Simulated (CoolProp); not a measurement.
Hydrogen chloride along the isotherm 362.2 K: fugacity coefficient from the reference equation and from simpler models built on Tc = 324.7 K, pc = 8.314 MPa, ω = 0.130; each cubic takes its own stable root.

Values from CoolProp's reference Helmholtz-energy equation of state, Thol 2018.

```tsv
p (MPa)	phase	reference
0.891	gas	0.9716
1.78	gas	0.9439
2.67	gas	0.9166
3.56	gas	0.8898
4.45	gas	0.8635
5.34	gas	0.8378
6.24	gas	0.8121
7.13	gas	0.7873
8.02	gas	0.7628
8.91	supercritical	0.7387
9.8	supercritical	0.7151
10.7	supercritical	0.6915
11.6	supercritical	0.6683
12.5	supercritical	0.6455
```

Q: How far does each simpler model (van der Waals, Redlich-Kwong) lie from the reference over these 14 states: mean and median of the absolute difference, and the worst?

A: 
- van der Waals: mean 2.1 %, median 2.3 %, worst +2.9 % at 362.2 K and 8.91 MPa
- Redlich-Kwong: mean 1.2 %, median 1.3 %, worst +1.8 % at 362.2 K and 12.5 MPa
